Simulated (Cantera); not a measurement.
## Equilibrium for boron, boron nitride and boron oxide: BCl₃ + H₂O + H₂

A closed system holds: 1 mol BCl₃, 0.94 mol H₂O, 34 mol H₂, equilibrated at 26.0 mbar.

Cantera equilibrium calculation (NASA polynomials, part measured and part estimated; ideal gas, pure solids and liquids). Candidate condensed phases: B, B₂O₃, B₃O₃H₃, H₂O; 33 gas species. Mutual solubility and eutectic melting of coexisting phases are not modelled. The tables' values for BOCl are old estimates; treat these amounts as uncertain. Gases not in the tables: BHCl₂. Equilibrium is a limit: real reactors are often held back by kinetics, nucleation or transport.

```tsv
T (°C)	x H₂	x HCl	x BCl₃	x B₃O₃Cl₃	n B₂O₃(l)	n B(s)
602	0.938	0.0521	0.00883	0.00139	0.260	0
627	0.937	0.0522	0.00871	0.00146	0.256	0
652	0.937	0.0525	0.00857	0.00153	0.251	0
677	0.937	0.0528	0.00841	0.00159	0.245	0
702	0.937	0.0532	0.00822	0.00164	0.238	0
727	0.936	0.0537	0.00800	0.00167	0.230	0
752	0.935	0.0544	0.00776	0.00170	0.221	0
777	0.933	0.0571	0.00696	0.00159	0.222	0.0297
802	0.931	0.0604	0.00600	0.00142	0.227	0.0693
827	0.929	0.0634	0.00514	0.00126	0.232	0.106
852	0.927	0.0661	0.00437	0.00111	0.237	0.138
```
x: gas mole fraction; n: condensed amount in mol.

From 602 °C to 752 °C the condensed part is B₂O₃(l). From 777 °C to 852 °C the condensed part is B(s) + B₂O₃(l). The main B-bearing gas is BCl₃ throughout. The share of B in condensed phases is highest at 852 °C (61.2 %) and lowest at 752 °C (44.3 %).
